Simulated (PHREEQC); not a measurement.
A column of 0.2 m (30 cells, dispersivity 0.016 m, 60 s a shift, diffusion coefficient 3e-10 m²/s) holds 0.0048 eq of the database's cation exchanger X per kg of pore water, first in equilibrium with 0.014 mol/kgw NaCl and 1e-05 mol/kgw HCl. It is flushed with 1.9 mmol/kgw SrCl2, 0.4 mmol/kgw PbCl2, 4.1 mmol/kgw MgCl2 and 0.01 mmol/kgw HCl, at 15 °C. Values are for the last cell. No CO2 enters from the air. Nothing may precipitate in this run.

Base run: PHREEQC, ion-association model, phreeqc.dat. Each further column changes one thing. The table gives Na in solution (mol/kgw).

```
pore volumes      base  exchange capacity from 0.0048 to 0.0024 eq/kgw  dispersivity from 0.016 to 0.032 m
------------  --------  ----------------------------------------------  ----------------------------------
0               0.0140                                          0.0140                              0.0140
0.2167          0.0140                                          0.0140                              0.0140
0.5167          0.0139                                          0.0139                              0.0138
0.8167          0.0136                                          0.0134                              0.0135
1.017           0.0133                                         0.00828                              0.0105
1.217          0.00799                                         0.00484                                   …
1.517          0.00313                                         0.00201                                   …
1.817          0.00122                                        0.000793                             0.00196
2.017         0.000640                                        0.000418                             0.00129
2.217         0.000335                                        0.000218                            0.000855
2.517         0.000126                                               …                            0.000460
2.817          4.71e-5                                         3.01e-5                            0.000247
3.017          2.44e-5                                         1.55e-5                            0.000163
```

Problem. Complete the blanks.

Solution. 
- 1.217, dispersivity from 0.016 to 0.032 m: 0.00679
- 1.517, dispersivity from 0.016 to 0.032 m: 0.00364
- 2.517, exchange capacity from 0.0048 to 0.0024 eq/kgw: 8.15e-5
